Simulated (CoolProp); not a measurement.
Properties of R227EA at several states (Tc = 101.8 °C, pc = 29.25 bar, ω = 0.358).

Values from CoolProp's reference Helmholtz-energy equation of state, Lemmon 2016.

```csv
T (°C),p (bar),phase,cp (kJ/(kg K)),Joule-Thomson coefficient (K/MPa)
160.05,0.151,gas,0.9884,5.581
10.75,0.116,gas,0.7766,20.83
-97.05,1.41,liquid,0.9559,-0.4197
```
